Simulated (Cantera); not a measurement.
**Adiabatic ignition**

An adiabatic, constant-pressure homogeneous reactor starts with 18.0 % CH₄, 17.2 % O₂, 64.5 % N₂, 0.270 % H₂, equivalence ratio 2.1, at 1650 K and 428 Torr.

Detailed kinetics in Cantera: GRI-Mech 3.0 (53 species, 325 reactions).

```
t (s)     T (K)     x CH₄     x O₂     x HO₂    x C₂H₄     x H₂    x C₂H
--------  -----  --------  -------  --------  --------  -------  -------
2.00e-6    1650     0.180    0.172   7.33e-7  4.41e-12  0.00270   <1e-12
4.92e-6    1650     0.180    0.172   1.76e-6  1.42e-10  0.00271   <1e-12
1.21e-5    1650     0.180    0.172   4.03e-6   3.42e-9  0.00271   <1e-12
2.98e-5    1650     0.180    0.172   8.26e-6   7.44e-8  0.00272   <1e-12
7.34e-5    1650     0.180    0.172   1.25e-5   1.78e-6  0.00275   <1e-12
0.000181   1650     0.179    0.171   1.86e-5   4.90e-5  0.00298   <1e-12
0.000445   1693     0.162    0.161  0.000124   0.00187  0.00970  1.02e-9
0.00110    2586   2.14e-6  1.64e-5   1.14e-8  5.52e-10    0.178  3.18e-8
0.00270    2548  7.00e-12  3.66e-5   2.26e-8    <1e-12    0.175   <1e-12
0.00664    2540  5.48e-12  4.21e-5   2.52e-8    <1e-12    0.175   <1e-12
0.0163     2541  5.42e-12  4.23e-5   2.53e-8    <1e-12    0.175   <1e-12
0.0402     2541  5.41e-12  4.24e-5   2.54e-8    <1e-12    0.175   <1e-12
0.0990     2541  5.41e-12  4.24e-5   2.54e-8    <1e-12    0.175   <1e-12
0.244      2541  5.41e-12  4.24e-5   2.54e-8    <1e-12    0.175   <1e-12
0.600      2541  5.41e-12  4.24e-5   2.54e-8    <1e-12    0.175   <1e-12
```
x: mole fraction; the columns are a selection and need not sum to one.

- time of steepest temperature rise = 0.593 ms
- temperature at 0.600 s = 2541 K
- equilibrium temperature = 2541 K
- x(CH₄) at 0.600 s = 5.41e-12 (gas-phase equilibrium 6.06e-12)
- x(O₂) at 0.600 s = 4.24e-5 (gas-phase equilibrium 4.24e-5)
- x(HO₂) at 0.600 s = 2.54e-8 (gas-phase equilibrium 2.54e-8)
